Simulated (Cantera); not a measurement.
Input (Python, Cantera) and output of one run.

```python
import numpy as np
import cantera as ct

gas_names = """
    Na CL2
""".split()
cond_names = """
    NaCL(s) NaCL(L)
""".split()


# ... load() reads the species with a 1 bar reference pressure and builds the phases ...
species = {s.name: s for s in load("nasa_gas.yaml", gas_names) + load("nasa_condensed.yaml", cond_names)}
# Each term lists the table entries of one substance; the one whose range holds T is used.
reactions = {
    '2 Na(g) + Cl2(g) = 2 NaCl':
        [(-2, ['Na']), (-1, ['CL2']), (2, ['NaCL(s)', 'NaCL(L)'])],
}


def pick(names, T):
    return next(species[n] for n in names if species[n].thermo.min_temp <= T <= species[n].thermo.max_temp)


results = []
for label, terms in reactions.items():
    print(label)
    print("     T/K   dH/kJ  dS/(J/K)   dG/kJ   log10 K")
    for T in [300, 375, 425, 475, 525, 575, 625, 675]:
        used = [(nu, pick(names, T)) for nu, names in terms]
        dH = sum(nu * s.thermo.h(T) for nu, s in used) / 1e6
        dS = sum(nu * s.thermo.s(T) for nu, s in used) / 1e3
        dG = dH - T * dS / 1e3
        logK = -dG * 1e6 / (ct.gas_constant * T * np.log(10))
        results.append((label, T, dH, dS, dG, logK, [s.name for _, s in used]))
        print(f"{T:8g} {dH:8.1f} {dS:8.1f} {dG:8.1f} {logK:8.2f}")
```

Result:

```
2 Na(g) + Cl2(g) = 2 NaCl
     T/K   dH/kJ  dS/(J/K)   dG/kJ   log10 K
     300  -1036.8   -386.1   -921.0   160.35
     375  -1034.8   -380.2   -892.2   124.28
     425  -1033.4   -376.8   -873.3   107.33
     475  -1032.0   -373.5   -854.6    93.97
     525  -1030.5   -370.5   -836.0    83.17
     575  -1028.9   -367.7   -817.5    74.26
     625  -1027.3   -364.9   -799.2    66.79
     675  -1025.5   -362.3   -781.0    60.44
```

Source: NASA polynomial tables (part measured, part estimated), evaluated in Cantera. Condensed species are held in their standard states even where they would react or evaporate.
